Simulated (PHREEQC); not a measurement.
Solution (25 °C): 0.022 mol/kgw H2SO4, 0.029 mol/kgw CuSO4 and 9.4e-05 mol/kgw Fe2(SO4)3. Closed to the air; pH follows from the charge balance.

All values are PHREEQC results (ion-association model, wateq4f.dat), not measurements.

Precipitation was switched off in this run.

### Question
What pH does the model give?

### Answer
pH 1.69.

### Question
In which forms is S present?

### Answer
SO4-2 40 %, HSO4- 38 %, CuSO4 22 % of the S.

Saturation is exceeded, for instance for Hematite (slow to form), Goethite (slow to form); the values hold only as long as no solid forms. Species that the database lacks are ignored.
